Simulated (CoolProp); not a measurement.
Values from CoolProp's reference Helmholtz-energy equation of state, Lemmon 2004. It is a short technical equation, of lower accuracy than the large ones.

Q: For n-dodecane, give the phase and the cp (kJ/(kg K)), speed of sound (m/s) at 539 K and 0.101 MPa; 571.4 K and 0.101 MPa.

A: 
- 539 K and 0.101 MPa: gas; cp 2.67, speed of sound 156
- 571.4 K and 0.101 MPa: gas; cp 2.77, speed of sound 162
